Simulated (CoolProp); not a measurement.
C2F6 (R116) along the isobar 0.776 MPa: fugacity coefficient from the reference equation and from simpler models built on Tc = 293.0 K, pc = 3.048 MPa, ω = 0.257; each cubic takes its own stable root.

Computed with CoolProp (reference Helmholtz-energy equation of state, Lemmon 2006). It is a short technical equation, of lower accuracy than the large ones.

| T (K) | phase | reference | van der Waals | Peng-Robinson |
|---|---|---|---|---|
| 205.3 | liquid | 0.2126 | 0.6912 | 0.2118 |
| 220.8 | liquid | 0.4020 | 0.8527 | 0.3995 |
| 236.4 | liquid | 0.6813 | 0.8745 | 0.6760 |
| 251.9 | gas | 0.8599 | 0.8919 | 0.8512 |
| 267.4 | gas | 0.8856 | 0.9062 | 0.8754 |
| 283 | gas | 0.9056 | 0.9182 | 0.8950 |
| 298.5 | gas | 0.9213 | 0.9281 | 0.9110 |
| 314 | gas | 0.9339 | 0.9365 | 0.9243 |
| 329.6 | gas | 0.9442 | 0.9438 | 0.9354 |
| 345.1 | gas | 0.9527 | 0.9499 | 0.9447 |
| 360.6 | gas | 0.9598 | 0.9553 | 0.9525 |
| 376.1 | gas | 0.9657 | 0.9599 | 0.9592 |
| 391.7 | gas | 0.9708 | 0.9640 | 0.9649 |

At some of these states van der Waals gives the other phase, because its saturation line lies elsewhere.
